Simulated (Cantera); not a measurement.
Feed: 1 mol SiCl4, 1 mol HCl, 9.6 mol H2, held at 1648.15 K and 2800000 Pa.

Method: chemical equilibrium by Gibbs-energy minimisation in Cantera with the NASA 1993 tables (ideal gas, pure condensed phases). Candidate condensed phases: Si; 19 gas species. The tables' values for SiCl3 are old estimates; treat these amounts as uncertain. Rates play no part.

Problem. What is the equilibrium state?

Solution. 
```
Property                             Result
--------------------------------  ---------
x(H2)                                 0.759
x(HCl)                                0.156
x(SiCl4)                             0.0297
x(SiHCl3)                            0.0241
x(SiCl2)                             0.0136
x(SiCl3)                             0.0135
x(SiH2Cl2)                          0.00334
x(SiH3Cl)                          0.000139
x(H)                                1.47e-5
gas amount                        11.84 mol
log10 activity of Si(s) (absent)      -0.93
```
